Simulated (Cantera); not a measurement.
Input: 1 mol AlCl₃, 0.3 mol H₂O, 480 mol H₂, equilibrated at 1427 °C and 13.3 mbar.

These are equilibrium values from Cantera (NASA tables, ideal gas, pure condensed phases), not measurements of a reactor. Candidate condensed phases: Al, AlCl₃, Al₂O₃, H₂O; 29 gas species. The tables' values for AlCl₂ are old estimates; treat these amounts as uncertain. The numbers say what is thermodynamically allowed, not how fast it happens.

Base state: H₂ 0.992, HCl 0.00452, AlCl 0.00166, H 0.00127, H₂O 3.26e-5, AlCl₂ 1.49e-5 (mole fractions); condensed: Al₂O₃(s).

Q: What changes in the equilibrium state with this change: pressure from 13.3 mbar to 36.0 mbar?

A: 
```json
[
 {"species": "H₂", "before": "0.992", "after": "0.993"},
 {"species": "HCl", "before": "0.00452", "after": "0.00452"},
 {"species": "AlCl", "before": "0.00166", "after": "0.00164"},
 {"species": "H", "before": "0.00127", "after": "0.000774"},
 {"species": "AlCl₂", "before": "1.49e-5", "after": "2.43e-5"},
 {"species": "H₂O", "before": "3.26e-5", "after": "2.35e-5"},
 {"species": "Al₂O₃(s), mol", "before": "0.0946", "after": "0.0961"}
]
```
